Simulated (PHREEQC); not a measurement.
PHREEQC input (ion-association model, wateq4f.dat):

```
SOLUTION_MASTER_SPECIES
  An  An-  0  An  62.0  # stands for a non-complexing anion
SOLUTION_SPECIES
  An- = An-
    -log_k 0
    -gamma 3.0 0
PHASES
  Fix_H+
    H+ = H+
    -log_k 0
SOLUTION 1
  temp 25
  units mmol/kgw
  pH 7 charge
  Cl 0.0058
  Ni 0.0029
  S(6) 0.0058
  Zn 0.0058
  Na 300
  An 300
END
SELECTED_OUTPUT 1
  -reset false
  -pH true
  -pe true
  -ionic_strength true
  -water true
  -totals Cl Na Ni S Zn S(-2) S(6)
  -molalities Hfo_wOH Hfo_wOH2+ Hfo_wO- Hfo_sOH Hfo_sOH2+ Hfo_sO- Hfo_sOZn+ Hfo_wOZn+ Hfo_sONi+ Hfo_wONi+
    Hfo_wSO4- Hfo_wOHSO4-2
  -saturation_indices Zn(OH)2-e Zn4(OH)6SO4 Zn5(OH)8Cl2 Ni(OH)2 Ni4(OH)6SO4 Halite Mirabilite Goslarite Morenosite
USER_PUNCH 1
  -headings sigma psi
  10 PUNCH EDL("sigma", "Hfo"), EDL("psi", "Hfo")
PRINT
  -reset false
USE solution 1
SURFACE 1
  Hfo_wOH 0.000269663 600 0.12
  Hfo_sOH 6.74157e-06
EQUILIBRIUM_PHASES 1
  Fix_H+ -3 HAn 10
    -force_equality true
  O2(g) -0.68 10
END
# ... the last block is repeated for the other 16 points of pH, with NaOH or the acid as the point needs
```

Selected output (columns that matter, 13 of 17 rows; pH added in front):

```
pH	mu	Na	Ni	S	Zn	si_Zn(OH)2-e	si_Zn4(OH)6SO4	si_Zn5(OH)8Cl2	si_Ni(OH)2	si_Ni4(OH)6SO4	si_Halite	si_Mirabilite	si_Goslarite	si_Morenosite
3	0.30144	0.3	2.9e-06	1.7513e-06	5.8e-06	-11.284	-40.033	-54.216	-10.885	-44.84	-7.6487	-6.7645	-10.354	-10.255
3.38	0.30069	0.3	2.9e-06	1.7599e-06	5.8e-06	-10.523	-37.743	-51.174	-10.125	-42.55	-7.6485	-6.7556	-10.345	-10.246
4.12	0.30025	0.3	2.8999e-06	1.9669e-06	5.799e-06	-9.043	-33.25	-45.253	-8.6449	-38.058	-7.6484	-6.7033	-10.292	-10.194
4.5	0.30018	0.3	2.8994e-06	2.2718e-06	5.7949e-06	-8.2833	-30.908	-42.215	-7.885	-35.715	-7.6484	-6.6401	-10.229	-10.131
4.88	0.30015	0.3	2.8968e-06	2.8069e-06	5.774e-06	-7.5249	-28.542	-39.182	-7.1254	-33.344	-7.6483	-6.548	-10.139	-10.04
5.62	0.3001	0.3	2.8385e-06	4.381e-06	5.3242e-06	-6.0801	-24.05	-33.439	-5.6542	-28.746	-7.6483	-6.3546	-9.9807	-9.8548
6	0.30008	0.3	2.6781e-06	5.0735e-06	4.3255e-06	-5.4105	-22.067	-30.85	-4.9195	-26.504	-7.6483	-6.2908	-10.007	-9.8163
6.38	0.30006	0.3	2.3053e-06	5.488e-06	2.8238e-06	-4.8359	-20.495	-28.738	-4.2246	-24.45	-7.6483	-6.2566	-10.159	-9.8473
7.12	0.30003	0.3	1.0062e-06	5.7582e-06	6.8981e-07	-3.9703	-18.492	-25.889	-3.1049	-21.43	-7.6483	-6.2357	-10.752	-10.187
7.5	0.30002	0.3	3.8812e-07	5.787e-06	2.2456e-07	-3.7022	-18.177	-25.309	-2.7591	-20.805	-7.6483	-6.2335	-11.242	-10.599
7.88	0.30001	0.30001	1.0557e-07	5.7962e-06	5.8721e-08	-3.5394	-18.285	-25.255	-2.5656	-20.79	-7.6483	-6.2328	-11.838	-11.165
8.62	0.30003	0.30004	6.2789e-09	5.7997e-06	5.5829e-09	-3.3051	-18.828	-25.563	-2.321	-21.292	-7.6483	-6.2325	-13.084	-12.4
9	0.30005	0.30007	1.5458e-09	5.7999e-06	3.5456e-09	-3.1764	-19.073	-25.68	-2.1919	-21.535	-7.6482	-6.2324	-13.715	-13.031
```

The oxide is taken as insoluble; below pH 4 it would dissolve.
